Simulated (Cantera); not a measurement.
An isothermal, constant-pressure homogeneous reactor starts with 19.2 % H₂, 80.0 % O₂, 0.760 % H₂O, equivalence ratio 0.12, at 950 K and 0.00829 atm.

Detailed kinetics in Cantera: GRI-Mech 3.0 (53 species, 325 reactions). Radical loss at walls, strong at low pressure, is not modelled. The temperature is held fixed by assumption; the heat of reaction is taken as removed at once.

x: mole fraction; the columns are a selection and need not sum to one.

```json
[
 {"t (s)": "0.000100", "x H₂": "0.192", "x O₂": "0.800", "x OH": "1.72e-12", "x O": "2.61e-12", "x H": "2.10e-11"},
 {"t (s)": "0.000345", "x H₂": "0.192", "x O₂": "0.800", "x OH": "1.16e-11", "x O": "2.65e-11", "x H": "8.46e-11"},
 {"t (s)": "0.00119", "x H₂": "0.192", "x O₂": "0.800", "x OH": "1.74e-10", "x O": "4.85e-10", "x H": "…"},
 {"t (s)": "0.00410", "x H₂": "0.192", "x O₂": "0.800", "x OH": "…", "x O": "…", "x H": "…"},
 {"t (s)": "0.0141", "x H₂": "0.00967", "x O₂": "0.737", "x OH": "0.00378", "x O": "0.0269", "x H": "0.0525"},
 {"t (s)": "0.0488", "x H₂": "0.000940", "x O₂": "0.776", "x OH": "0.000916", "x O": "0.00258", "x H": "0.00115"},
 {"t (s)": "0.168", "x H₂": "5.33e-5", "x O₂": "0.779", "x OH": "0.000178", "x O": "0.000126", "x H": "1.09e-5"},
 {"t (s)": "0.580", "x H₂": "3.88e-6", "x O₂": "0.779", "x OH": "5.39e-5", "x O": "1.12e-5", "x H": "2.91e-7"},
 {"t (s)": "2.00", "x H₂": "3.90e-7", "x O₂": "0.779", "x OH": "2.08e-5", "x O": "1.67e-6", "x H": "1.66e-8"}
]
```

### Question
Fill in the missing entries.

### Answer

- 0.00119, x H: 1.04e-9
- 0.00410, x OH: 3.00e-7
- 0.00410, x O: 8.49e-7
- 0.00410, x H: 1.77e-6
